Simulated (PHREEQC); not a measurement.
Dissolve 0.013 mol/kgw CdCl2 at 20 °C. Closed to the air; pH follows from the charge balance.

Equilibrium calculation in PHREEQC: ion-association model, phreeqc.dat.

No solid was allowed to form.

Task: Estimate the pH.

Result: pH 5.85.

Task: In which forms is Cl present?

Result: Cl- 73 %, CdCl+ 24 %, CdCl2 2.7 % of the Cl.
